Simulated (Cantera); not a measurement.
An isothermal, constant-pressure homogeneous reactor starts with H₂ : O₂ = 0.16 : 1 (molar parts), at 1200 K and 0.0158 atm.

Detailed kinetics in Cantera: the H2/O2 subset of GRI-Mech 3.0, which has no nitrogen chemistry. Radical loss at walls, strong at low pressure, is not modelled. The temperature is held fixed by assumption; the heat of reaction is taken as removed at once.

x: mole fraction; the columns are a selection and need not sum to one.

| t (s) | x H₂ | x O₂ | x H₂O₂ | x H | x H₂O |
|---|---|---|---|---|---|
| 6.00e-5 | 0.138 | 0.862 | 3.16e-12 | 7.12e-9 | 3.28e-9 |
| 0.000198 | 0.138 | 0.862 | 3.44e-11 | 7.33e-8 | 1.11e-7 |
| 0.000653 | 0.138 | 0.862 | 6.68e-10 | 6.28e-5 | 0.000120 |
| 0.00216 | [?] | 0.779 | [?] | [?] | [?] |
| 0.00711 | 0.00335 | 0.806 | 2.90e-7 | 0.0193 | 0.126 |
| 0.0235 | [?] | 0.839 | 3.05e-7 | [?] | 0.143 |
| 0.0775 | 0.000111 | 0.850 | 1.67e-7 | 0.000103 | 0.147 |
| 0.256 | 1.13e-5 | 0.852 | 5.57e-8 | 3.43e-6 | 0.148 |
| 0.843 | 1.67e-6 | 0.852 | 1.70e-8 | 2.01e-7 | 0.148 |
| 2.78 | 3.37e-7 | 0.852 | 5.20e-9 | 1.85e-8 | 0.148 |
| 9.18 | 8.26e-8 | 0.852 | 1.62e-9 | 2.27e-9 | 0.148 |
| 30.3 | 2.59e-8 | 0.852 | 6.04e-10 | 4.03e-10 | 0.148 |
| 100 | 1.64e-8 | 0.852 | 4.18e-10 | 2.04e-10 | 0.148 |

Q: Some entries are withheld; supply them.

A: 
- 0.00216, x H₂: 0.00502
- 0.00216, x H₂O₂: 2.55e-7
- 0.00216, x H: 0.0371
- 0.00216, x H₂O: 0.112
- 0.0235, x H₂: 0.00101
- 0.0235, x H: 0.00289
